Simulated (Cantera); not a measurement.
A perfectly stirred reactor is fed with N2O : H2 : N2 = 1 : 0.007 : 8.3 (molar parts), at 0.0415 atm; it is held at 1250 K, and followed from long to short residence time.

Detailed kinetics in Cantera: GRI-Mech 3.0 (53 species, 325 reactions). GRI-Mech 3.0 was tuned for natural gas; its chemistry of N2O as a main component is partial and can be far from experiment. Radical loss at walls, strong at low pressure, is not modelled. The mechanism lacks the step 2 NO + O2 → 2 NO2, which can matter for NO2 below about 1400 K. The temperature is held fixed by assumption; the heat of reaction is taken as removed at once.

| quantity | before | after |
|---|---|---|
| x(N2O) at τ = 0.980 s | 0.100 | 0.0989 |
| x(H2) at τ = 0.980 s | 6.78e-5 | 0.000128 |
| x(H) at τ = 0.980 s | 9.75e-8 | 2.41e-7 |
| x(NO) at τ = 0.980 s | 0.000734 | 0.000724 |
| x(NO2) at τ = 0.980 s | 1.07e-5 | 9.32e-6 |
| x(N2O) at τ = 21.0 ms | 0.107 | 0.107 |
| x(H2) at τ = 21.0 ms | 0.000605 | 0.00143 |
| x(H) at τ = 21.0 ms | 8.39e-7 | 2.84e-6 |
| x(NO) at τ = 21.0 ms | 1.78e-5 | 2.40e-5 |
| x(NO2) at τ = 21.0 ms | 1.61e-7 | 1.04e-7 |

Task: Name the change that produced these shifts.
A. pressure from 0.0415 atm to 0.00651 atm
B. H2 0.007 to 0.018 parts
C. temperature 1250 to 1000 K
D. pressure from 0.0415 atm to 0.0572 atm

Result: B, H2 0.007 to 0.018 parts
